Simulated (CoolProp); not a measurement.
Vapour-liquid equilibrium of benzene (1) + p-xylene (2) at 516.1 K; x and y are mole fractions of (1).

Model: multi-fluid Helmholtz-energy mixture model, Thol 2012 and Zhou 2012; pair parameters Bell 2016, in CoolProp.

| x | bubble pressure (bar) | y at the bubble point | dew pressure at overall composition x (bar) | liquid density (mol/L) |
|---|---|---|---|---|
| 0.05 | 9.569 | 0.105 | 9.174 | 6.020 |
| 0.125 | 10.70 | 0.241 | 9.720 | … |
| 0.2 | 11.88 | 0.357 | 10.33 | 6.228 |
| 0.275 | 13.09 | 0.456 | 11.02 | … |
| 0.35 | 14.35 | 0.542 | 11.80 | 6.443 |
| 0.425 | … | 0.617 | 12.69 | 6.552 |
| 0.5 | 16.99 | 0.683 | 13.71 | 6.662 |
| 0.575 | 18.37 | 0.743 | 14.90 | 6.773 |
| 0.65 | 19.80 | 0.796 | 16.30 | 6.884 |
| 0.725 | 21.27 | 0.845 | 17.94 | 6.995 |
| 0.8 | 22.79 | … | 19.91 | … |
| 0.875 | 24.37 | 0.933 | 22.25 | 7.211 |
| 0.95 | 26.01 | 0.974 | … | … |

Question: Some entries are withheld; supply them.

Answer: 
- 0.125, liquid density (mol/L): 6.123
- 0.275, liquid density (mol/L): 6.335
- 0.425, bubble pressure (bar): 15.65
- 0.8, y at the bubble point: 0.891
- 0.8, liquid density (mol/L): 7.104
- 0.95, dew pressure at overall composition x (bar): 25.03
- 0.95, liquid density (mol/L): 7.314

No azeotrope shows between x = 0.05 and 0.95.

Pair parameters are fitted to limited data, so mixtures are less certain than the pure fluids.
